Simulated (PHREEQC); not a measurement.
Consider water at 35 °C with 1.5 mmol/kgw ZnCl2, 0.024 mmol/kgw Na2HAsO4 and 0.19 mmol/kgw Na2SO4. Closed to the air; pH follows from the charge balance.

Equilibrium calculation in PHREEQC: ion-association model, wateq4f.dat.

**Question.** The ionic strength comes out as 0.00494 mol/kgw. What activity coefficients do HAsO4-2, Na+, ZnCl+, Cl-, Zn+2 get?

**Answer.** HAsO4-2 0.74, Na+ 0.93, ZnCl+ 0.93, Cl- 0.92, Zn+2 0.74.

No solid was allowed to form. The database has no arsenate complexes of Zn.
